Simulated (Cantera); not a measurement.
# Transport properties of process gases

Gas mixture: N2O = 0.75 (molar parts), at 1.28 Torr, frozen composition.

Cantera's kinetic-theory transport with the Lennard-Jones parameters of GRI-Mech 3.0, ideal gas; thermal conductivity in the mixture-averaged form. The composition is frozen, though it would react at the higher temperatures.

```json
[
 {"T (K)": "400", "ρ (kg/m³)": "0.00225", "cp (J/kg/K)": "970.3", "μ (µPa s)": "19.5", "λ (mW/m/K)": "25.5", "Pr": "0.741", "D (cm²/s) N2": "157", "D (cm²/s) H": "990", "D (cm²/s) C2H2": "125"},
 {"T (K)": "650", "ρ (kg/m³)": "0.00138", "cp (J/kg/K)": "1127", "μ (µPa s)": "29.1", "λ (mW/m/K)": "44.4", "Pr": "0.739", "D (cm²/s) N2": "368", "D (cm²/s) H": "2350", "D (cm²/s) C2H2": "303"},
 {"T (K)": "900", "ρ (kg/m³)": "0.001000", "cp (J/kg/K)": "1227", "μ (µPa s)": "37.1", "λ (mW/m/K)": "61.5", "Pr": "0.740", "D (cm²/s) N2": "641", "D (cm²/s) H": "4120", "D (cm²/s) C2H2": "535"},
 {"T (K)": "1150", "ρ (kg/m³)": "0.000783", "cp (J/kg/K)": "1285", "μ (µPa s)": "44.1", "λ (mW/m/K)": "77.1", "Pr": "0.736", "D (cm²/s) N2": "968", "D (cm²/s) H": "6250", "D (cm²/s) C2H2": "814"},
 {"T (K)": "1400", "ρ (kg/m³)": "0.000643", "cp (J/kg/K)": "1327", "μ (µPa s)": "50.5", "λ (mW/m/K)": "91.4", "Pr": "0.733", "D (cm²/s) N2": "1350", "D (cm²/s) H": "8700", "D (cm²/s) C2H2": "1140"},
 {"T (K)": "1650", "ρ (kg/m³)": "0.000545", "cp (J/kg/K)": "1359", "μ (µPa s)": "56.4", "λ (mW/m/K)": "105", "Pr": "0.732", "D (cm²/s) N2": "1770", "D (cm²/s) H": "11500", "D (cm²/s) C2H2": "1500"}
]
```
D: mixture-averaged diffusion coefficient of that species in the mixture.
